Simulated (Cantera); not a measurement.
**Hydrocarbon pyrolysis for carbon deposition**

An isothermal, constant-pressure homogeneous reactor starts with 1.40 % C2H6, 97.9 % N2, 0.658 % H2O, at 1375 K and 1.00 bar.

Model: GRI-Mech 3.0 (53 species, 325 reactions), integrated in Cantera. GRI-Mech 3.0 stops at C3 and has no aromatics, soot or wall deposition, so with more carbon than oxygen in the feed, carbon stays in small species such as C2H2 where larger ones or solid carbon would form.

```
t (s)      x C2H6     x CH3    x C2H4     x CH2      x H     x CH4     x H2
--------  -------  --------  --------  --------  -------  --------  -------
4.00e-6    0.0140   7.31e-6   3.22e-8  1.25e-11  1.89e-8   7.21e-8  2.32e-8
3.86e-5    0.0139   6.18e-5   1.92e-5   6.81e-9  1.60e-6   6.26e-6  1.76e-5
0.000372   0.0118  0.000149   0.00188   7.27e-8  8.62e-6  0.000267  0.00183
0.00359   0.00138   4.48e-5   0.00861   1.96e-8  1.01e-5   0.00209   0.0130
0.0346    4.69e-6   2.54e-6   0.00412  1.23e-10  1.03e-6   0.00248   0.0196
0.334     5.48e-7   1.19e-6  0.000789  4.94e-11  5.47e-7   0.00249   0.0228
3.22      4.17e-7   1.12e-6  0.000312  4.72e-11  5.31e-7   0.00248   0.0233
31.1      3.93e-7   1.08e-6  0.000317  4.25e-11  5.39e-7   0.00243   0.0241
300       3.09e-7   9.14e-7  0.000332  2.25e-11  5.84e-7   0.00224   0.0285
```
x: mole fraction; the columns are a selection and need not sum to one.

Equilibrium at this temperature and pressure: C2H6 5.07e-8, CH3 3.48e-7, C2H4 5.91e-5, CH2 4.44e-12, H 6.47e-7, CH4 0.000949, H2 0.0351 (gas phase only).
